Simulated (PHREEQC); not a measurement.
A solution holds 3.6 mol/kgw NaCl, 0.031 mol/kgw BaCl2 and 3.4e-05 mol/kgw H4SiO4, at 25 °C. Closed to the air; pH follows from the charge balance.

Model: Pitzer model, pitzer.dat, run in PHREEQC.

Precipitation was switched off in this run.

Question: What pH does the model give?

Answer: pH 6.44.

In brines, pH and single-ion activities rest on the MacInnes convention.
